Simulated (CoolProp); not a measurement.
Vapour-liquid equilibrium of dimethyl ether (1) + n-pentane (2) at -16.65 °C; x and y are mole fractions of (1).

Model: multi-fluid Helmholtz-energy mixture model, Wu 2011 and Thol 2019; pair parameters Bell 2016, in CoolProp.

```json
[
 {"x": "0.05", "bubble pressure (bar)": "0.1514", "y at the bubble point": "0.323", "dew pressure at overall composition x (bar)": "0.1130", "liquid density (mol/L)": "9.380"},
 {"x": "0.2", "bubble pressure (bar)": "0.3809", "y at the bubble point": "0.782", "dew pressure at overall composition x (bar)": "0.1312", "liquid density (mol/L)": "10.06"},
 {"x": "0.35", "bubble pressure (bar)": "0.6837", "y at the bubble point": "0.905", "dew pressure at overall composition x (bar)": "0.1568", "liquid density (mol/L)": "10.82"},
 {"x": "0.5", "bubble pressure (bar)": "0.9429", "y at the bubble point": "0.946", "dew pressure at overall composition x (bar)": "0.1958", "liquid density (mol/L)": "11.66"},
 {"x": "0.65", "bubble pressure (bar)": "1.116", "y at the bubble point": "0.964", "dew pressure at overall composition x (bar)": "0.2625", "liquid density (mol/L)": "12.63"},
 {"x": "0.8", "bubble pressure (bar)": "1.238", "y at the bubble point": "0.976", "dew pressure at overall composition x (bar)": "0.4066", "liquid density (mol/L)": "13.78"},
 {"x": "0.95", "bubble pressure (bar)": "1.369", "y at the bubble point": "0.991", "dew pressure at overall composition x (bar)": "0.9800", "liquid density (mol/L)": "15.18"}
]
```

No azeotrope shows between x = 0.05 and 0.95.

Pair parameters are fitted to limited data, so mixtures are less certain than the pure fluids. The gap from Raoult's law changes sign with composition, which may be real or a fault of the pair parameters; it wasn't checked against measurements.
